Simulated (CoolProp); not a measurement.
A single-stage vapour-compression cycle with the fluid: evaporating at 237.15 K (dew point), condensing at 296.15 K (bubble point), superheat 2 K, subcooling 0 K, compressor efficiency 0.85, no pressure losses. The same conditions are run with several fluids, on thermodynamics alone (safety and materials aside).

The numbers come from the reference Helmholtz-energy equation of state of each fluid (R22: Kamei 1995; cis-2-butene: Lemmon 2005; chlorine: Thol 2021; ethane: Bücker 2006; R142b: Lemmon 2006; sulfur hexafluoride: Guder 2009) in CoolProp.

```tsv
fluid	cooling COP	pressure ratio	discharge temperature (K)	refrigerating effect (kJ/kg)	volumetric capacity (kJ/m³)
R22	2.64	7.83	346.4	163	935
cis-2-butene	2.79	12.2	328.0	328	154
chlorine	(withheld)	7.94	423.7	232	785
ethane	1.84	4.54	331.4	200	3150
R142b	2.72	10.8	321.6	(withheld)	(withheld)
sulfur hexafluoride	1.85	5.69	303.0	46.1	1490
```

### Question
Fill in the missing entries.

### Answer

- chlorine, cooling COP: 2.68
- R142b, refrigerating effect (kJ/kg): 166
- R142b, volumetric capacity (kJ/m³): 251
